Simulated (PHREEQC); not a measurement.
Solution (20 °C): 0.0081 mol CuCl2, 0.00025 mol HCl and 0.66 mol H3BO3 per kg of water. Closed to the air; pH follows from the charge balance.

Computed with PHREEQC (ion-association model, phreeqc.dat).

The ionic strength comes out as 0.0242 mol/kgw. What activity coefficients do CuCl+, Cu+2, H2BO3-, H+, Cl- get?

CuCl+ 0.86, Cu+2 0.57, H2BO3- 0.86, H+ 0.88, Cl- 0.86.

No solid was allowed to form.
